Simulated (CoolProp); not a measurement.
The numbers come from the reference Helmholtz-energy equation of state, Smukala 2000 in CoolProp.

### Question
Give the vapour pressure (MPa), liquid density (kg/m³), vapour density (kg/m³) of saturated ethylene at 164.1, 178.9, 181.9 K.

### Answer
```tsv
T (K)	p (MPa)	liquid density (kg/m³)	vapour density (kg/m³)
164.1	0.0734	575	1.55
178.9	0.172	554	3.40
181.9	0.200	549	3.93
```
